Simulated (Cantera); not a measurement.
A perfectly stirred reactor is fed with H₂ : O₂ : N₂ : H₂O = 1 : 0.312 : 1.17 : 0.01 (molar parts), equivalence ratio 1.6, at 1.01 bar; it is adiabatic with a 725 K inlet, and is followed from long to short residence time, starting on the burning branch (τ in s: 0.15, 0.053, 0.019, 0.0066, 0.0023, 0.00083, 0.00029, 0.0001, 3.7e-05, 1.3e-05, 4.6e-06).

Detailed kinetics in Cantera: GRI-Mech 3.0 (53 species, 325 reactions).

Predict: blow-out, bracketed by the residence times tried; x(H₂) at τ = 0.150 s; x(O₂) at τ = 0.150 s; x(H₂O₂) at τ = 0.150 s; x(NO) at τ = 0.150 s; x(OH) at τ = 0.150 s; x(H₂) at τ = 0.830 ms; x(O₂) at τ = 0.830 ms; x(H₂O₂) at τ = 0.830 ms; x(NO) at τ = 0.830 ms; x(OH) at τ = 0.830 ms.


```
Property                                                                      Result
------------------------------------------------  ----------------------------------
blow-out, bracketed by the residence times tried  burning at 13.0 µs, out at 4.60 µs
x(H₂) at τ = 0.150 s                                                           0.169
x(O₂) at τ = 0.150 s                                                         9.69e-5
x(H₂O₂) at τ = 0.150 s                                                       1.94e-8
x(NO) at τ = 0.150 s                                                        0.000362
x(OH) at τ = 0.150 s                                                         0.00341
x(H₂) at τ = 0.830 ms                                                          0.159
x(O₂) at τ = 0.830 ms                                                        0.00126
x(H₂O₂) at τ = 0.830 ms                                                      1.07e-7
x(NO) at τ = 0.830 ms                                                        8.77e-5
x(OH) at τ = 0.830 ms                                                        0.00919
```
